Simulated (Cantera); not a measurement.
Ignition delay

Mixture: 27.7 % H₂, 12.6 % O₂, 47.3 % N₂, 12.4 % H₂O, at 7.40 atm, adiabatic and at constant volume. Ignition delay is the time to a rise of 400 K.

Model: GRI-Mech 3.0 (53 species, 325 reactions), integrated in Cantera. The hydrogen kinetics of GRI-Mech 3.0 are dated; newer H2 mechanisms differ, most at raised pressure.

```json
[
 {"T0 (K)": "1248", "delay (ms)": "0.0788"},
 {"T0 (K)": "1323", "delay (ms)": "0.0143"},
 {"T0 (K)": "1398", "delay (ms)": "0.00496"},
 {"T0 (K)": "1473", "delay (ms)": "0.00290"},
 {"T0 (K)": "1548", "delay (ms)": "0.00202"}
]
```

- apparent activation energy between 1398 and 1548 K: 110 kJ/mol
